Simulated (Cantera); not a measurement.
Feed: 1 mol C2H5OH, 28 mol H2, 2 mol N2, held at 2048 K and 0.00840 bar.

Method: chemical equilibrium by Gibbs-energy minimisation in Cantera with the NASA 1993 tables (ideal gas, pure condensed phases). Candidate condensed phases: C, C6H6, C7H8, C8H18, H2O; 136 gas species. Rates play no part.

Base state: H2 0.887, N2 0.0560, CO 0.0291, H 0.0230, HCN 0.00395, C2H2 (acetylene) 0.000930, HNC 0.000245 (mole fractions); condensed: C(graphite).

Task: What changes in the equilibrium state with this change: pressure from 0.00840 bar to 0.720 bar?

Result: 
```tsv
species	before	after
H2	0.887	0.906
N2	0.0560	0.0566
CO	0.0291	0.0294
H	0.0230	0.00251
CH4	2.48e-6	0.000222
CH3	1.26e-6	1.21e-5
C2H2 (acetylene)	0.000930	0.000950
HNC	0.000245	0.000249
HCN	0.00395	0.00402
C(graphite), mol	0.791	0.782
```

Task: What changes in the equilibrium state with this change: 0.74 mol O2 added?

Result: 
```csv
species,before,after
H2,0.887,0.851
N2,0.0560,0.0565
CO,0.0291,0.0563
H2O,2.11e-8,0.0133
H,0.0230,0.0225
C2H2 (acetylene),0.000930,<1e-9
HCN,0.00395,1.14e-8
HNC,0.000245,<1e-9
CO2,<1e-9,0.000185
OH,<1e-9,3.85e-5
"C(graphite), mol",0.791,0
```

Task: What changes in the equilibrium state with this change: temperature from 2048 K to 1925 K?

Result: 
```csv
species,before,after
H2,0.887,0.901
N2,0.0560,0.0572
CO,0.0291,0.0293
H,0.0230,0.00990
HCN,0.00395,0.00246
C2H2 (acetylene),0.000930,0.000412
HNC,0.000245,0.000122
"C(graphite), mol",0.791,0.883
```
